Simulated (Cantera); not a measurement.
An adiabatic, constant-pressure homogeneous reactor starts with C3H8 : O2 : N2 = 0.52 : 10.6 : 40 (molar parts), at 1600 K and 1.30 bar.

Cantera simulation using GRI-Mech 3.0 (53 species, 325 reactions); the numbers are that mechanism's predictions, not measurements. GRI-Mech 3.0 was tuned for natural gas; its chemistry of propane as a main component is partial and can be far from experiment.

Problem. Predict: time of steepest temperature rise; temperature at 2.00 s; equilibrium temperature; x(O2) at 2.00 s; x(NO) at 2.00 s; x(CO2) at 2.00 s.

Solution. 
```json
{
 "time_of_steepest_temperature_rise": "27.6 µs",
 "temperature at 2.00 s": "2120 K",
 "equilibrium_temperature": "2120 K",
 "x(O2) at 2.00 s": "0.150 (gas-phase equilibrium 0.150)",
 "x(NO) at 2.00 s": "0.00865 (gas-phase equilibrium 0.00876)",
 "x(CO2) at 2.00 s": "0.0299 (gas-phase equilibrium 0.0299)"
}
```
